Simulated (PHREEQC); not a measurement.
Model water analysis in mg/L, 25 °C, pH 6.92, pe 0.8: Na 175; K 404; Ca 87; Mg 12.8; Cl 144; S(6) as SO4 586; Alkalinity as HCO3 457; B 0.0691; F 5.7; Li 1.01; Si as SiO2 1.32.

Valence states are taken as typed.

The numbers come from PHREEQC with the ion-association model, phreeqc.dat.

This is a speciation only: nothing precipitates in the calculation.

**Question.** Estimate the ionic strength, charge-balance error.

**Answer.** ionic strength 0.0295 mol/kgw; charge-balance error -1.3 %.

**Question.** In which forms is Li present?

**Answer.** Li+ 99 %, LiSO4- 1.2 % of the Li.

The solution is supersaturated, for example in Fluorite, so a real one may precipitate; this is no full list. Species that the database lacks are ignored. SiF6-2 is the database's only silicon fluoride. Real BF4- forms and hydrolyses slowly; the run takes it at equilibrium.
